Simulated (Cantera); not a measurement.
Input (Python, Cantera) and output of one run.

```python
import numpy as np
import cantera as ct

gas_names = """
    CL CL2 H HCL H2 Si SiCL SiCL2 SiCL3 SiCL4 SiH SiHCL3 SiH2 SiH2CL2 SiH3 SiH3CL SiH4 Si2 Si3
""".split()
cond_names = """
    Si(cr) Si(L)
""".split()


# ... load() reads the species with a 1 bar reference pressure and builds the phases ...
atoms = {
    'Si': {'Si': 1},
    'Cl2': {'CL': 2},
    'H2': {'H': 2},
}
top_T = {}  # K; cautious upper limits of use, not melting points


# ... equilibrate(T, P, feed) seeds the gas with the atoms and calls Mixture.equilibrate('TP', solver="vcs", rtol=1e-11, max_steps=5000) ...
results = []
feed = {'Si': 1, 'Cl2': 1.3, 'H2': 1.4}  # mol
T = 873.15  # K
P = 230000  # Pa
mix = equilibrate(T, P, feed)
results.append((T, P, feed, dict(zip(mix.species_names, mix.species_moles))))
x = sorted(zip(gas.X, gas.species_names), reverse=True)
print(f"T = {T:g} K  P = {P:g} Pa  gas = {mix.phase_moles(0):.4g} mol")
print("   x: " + "  ".join(f"{s} {v:.3e}" for v, s in x if v > 0.001))
print("   condensed (mol): " + ("  ".join(f"{mix.phase(i).name} {mix.phase_moles(i):.4g}"
      for i in range(1, mix.n_phases) if mix.phase_moles(i) > 1e-12) or "none"))
```

Output:

```
T = 873.15 K  P = 230000 Pa  gas = 1.989 mol
   x: H2 6.398e-01  SiCL4 2.371e-01  SiHCL3 1.149e-01  SiH2CL2 5.073e-03  HCL 2.833e-03
   condensed (mol): Si(cr) 0.289
```

Equilibrium computed with Cantera from the NASA thermochemical tables; the gas is ideal and each condensed phase is pure. The tables' values for SiCl3 are old estimates; treat these amounts as uncertain.
